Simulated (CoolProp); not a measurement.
Vapour-liquid equilibrium of R134a (1) + R245fa (2) at 0.212 MPa; x and y are mole fractions of (1).

Values from CoolProp's multi-fluid Helmholtz-energy mixture model, Tillner-Roth 1994 and Akasaka 2015; pair parameters Akasaka 2014.

Give the bubble temperature and the first vapour's composition at x = 0.05, 0.15, 0.95. Is there an azeotrope?

x = 0.05: 304.0 K, y = 0.169; x = 0.15: 296.8 K, y = 0.417; x = 0.95: 265.7 K, y = 0.990. No azeotrope shows between x = 0.05 and 0.95.

Pair parameters are fitted to limited data, so mixtures are less certain than the pure fluids.
